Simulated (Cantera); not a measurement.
# Gas-phase reforming

An isothermal, constant-pressure homogeneous reactor starts with 19.3 % CH4, 63.8 % CO2, 16.8 % H2, at 1300 K and 50000 Pa.

Detailed kinetics in Cantera: GRI-Mech 3.0 (53 species, 325 reactions).

```tsv
t (s)	x CH4	x CO2	x H2	x C2H4	x C2H6	x HO2
7.00e-6	0.193	0.638	0.168	<1e-12	<1e-12	<1e-12
3.13e-5	0.193	0.638	0.168	<1e-12	<1e-12	<1e-12
0.000140	0.193	0.638	0.168	<1e-12	1.30e-11	<1e-12
0.000626	0.193	0.638	0.168	6.17e-11	1.16e-9	<1e-12
0.00280	0.193	0.638	0.168	5.22e-9	9.34e-8	<1e-12
0.0125	0.193	0.638	0.168	2.26e-7	2.86e-6	<1e-12
0.0559	0.193	0.638	0.168	4.08e-6	1.72e-5	<1e-12
0.250	0.193	0.637	0.167	5.50e-5	4.20e-5	<1e-12
1.12	0.192	0.631	0.162	0.000286	4.72e-5	<1e-12
5.00	0.189	0.606	0.143	0.000687	5.17e-5	<1e-12
22.4	0.171	0.525	0.0899	0.00147	6.45e-5	<1e-12
100	0.107	0.397	0.0709	0.00338	4.49e-5	<1e-12
```
x: mole fraction; the columns are a selection and need not sum to one.

Equilibrium at this temperature and pressure: CH4 6.83e-7, CO2 0.162, H2 0.242, C2H4 <1e-12, C2H6 <1e-12, HO2 <1e-12 (gas phase only).
